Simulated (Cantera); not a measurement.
**Gas activation for diamond growth**

An isothermal, constant-pressure homogeneous reactor starts with CH4 : H2 : O2 : H2O = 0.013 : 1 : 0.0028 : 0.0091 (molar parts), equivalence ratio 190, at 2750 K and 7700 Pa.

Cantera simulation using GRI-Mech 3.0 (53 species, 325 reactions); the numbers are that mechanism's predictions, not measurements.

| t (s) | x CH4 | x H2 | x O2 | x C2H | x C2H4 |
|---|---|---|---|---|---|
| 0.000500 | 0.00104 | 0.924 | 3.92e-8 | 3.02e-5 | 4.46e-6 |
| 0.00136 | 0.000291 | 0.910 | 4.47e-8 | 3.54e-5 | 9.95e-7 |
| 0.00368 | 0.000106 | 0.889 | 2.77e-8 | 2.39e-5 | 2.78e-7 |
| 0.0100 | 1.45e-5 | 0.850 | 9.41e-9 | 5.88e-6 | 1.94e-8 |
| 0.0271 | 1.96e-8 | 0.796 | 9.24e-9 | 9.52e-9 | 8.48e-12 |
| 0.0737 | 3.18e-11 | 0.771 | 1.23e-8 | <1e-12 | <1e-12 |
| 0.200 | 3.11e-11 | 0.770 | 1.25e-8 | <1e-12 | <1e-12 |
| 0.543 | 3.11e-11 | 0.770 | 1.25e-8 | <1e-12 | <1e-12 |
| 1.47 | 3.11e-11 | 0.770 | 1.25e-8 | <1e-12 | <1e-12 |
| 4.00 | 3.11e-11 | 0.770 | 1.25e-8 | <1e-12 | <1e-12 |
x: mole fraction; the columns are a selection and need not sum to one.

Equilibrium at this temperature and pressure: CH4 3.23e-11, H2 0.770, O2 1.25e-8, C2H <1e-12, C2H4 <1e-12 (gas phase only).
